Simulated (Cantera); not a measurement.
Feed: 1 mol CH₃SiCl₃, 0.0055 mol C₂H₄, 4.5 mol H₂, held at 130 Pa.

These are equilibrium values from Cantera (NASA tables, ideal gas, pure condensed phases), not measurements of a reactor. Candidate condensed phases: C, C₆H₆, C₇H₈, C₈H₁₈, Si, SiC; 109 gas species. The feed counts by its element totals alone. The tables' values for SiCl, SiCl₃ are old estimates; treat these amounts as uncertain. Gases not in the tables: Si₂H₆ and higher silanes. Equilibrium is a limit: real reactors are often held back by kinetics, nucleation or transport.

x: gas mole fraction; n: condensed amount in mol.

| T (°C) | x H₂ | x HCl | x H | x Cl | x Si | x SiCl₂ | n C(graphite) | n SiC(s) |
|---|---|---|---|---|---|---|---|---|
| 950 | 0.607 | 0.390 | 6.50e-6 | 3.60e-6 | 4.79e-12 | 0.00118 | 0.0357 | 0.975 |
| 1050 | 0.605 | 0.392 | 3.42e-5 | 1.86e-5 | 2.27e-10 | 0.00232 | 0.0341 | 0.977 |
| 1150 | 0.605 | 0.390 | ___ | ___ | ___ | ___ | ___ | 0.967 |
| 1250 | 0.607 | 0.385 | 0.000499 | 0.000254 | 1.10e-7 | 0.00637 | 0.0608 | 0.950 |
| 1350 | 0.609 | 0.379 | 0.00150 | 0.000733 | 1.37e-6 | 0.00937 | 0.0827 | 0.928 |
| 1450 | 0.611 | 0.370 | 0.00395 | 0.00185 | 1.26e-5 | 0.0129 | 0.109 | 0.901 |
| 1550 | 0.611 | 0.358 | 0.00939 | 0.00420 | 9.09e-5 | 0.0168 | 0.139 | 0.870 |
| 1650 | 0.606 | 0.343 | ___ | ___ | ___ | ___ | ___ | 0.834 |
| 1750 | 0.594 | 0.321 | 0.0406 | 0.0163 | 0.00261 | 0.0241 | 0.219 | 0.781 |
| 1850 | 0.565 | 0.290 | 0.0748 | 0.0282 | 0.0110 | 0.0262 | 0.315 | 0.664 |
| 1950 | 0.505 | 0.244 | 0.126 | 0.0443 | 0.0407 | 0.0256 | 0.601 | 0.287 |

Q: Fill in the missing entries.

A: 
- 1150, x H: 0.000143
- 1150, x Cl: 7.57e-5
- 1150, x Si: 6.24e-9
- 1150, x SiCl₂: 0.00402
- 1150, n C(graphite): 0.0442
- 1650, x H: 0.0203
- 1650, x Cl: 0.00865
- 1650, x Si: 0.000532
- 1650, x SiCl₂: 0.0207
- 1650, n C(graphite): 0.173
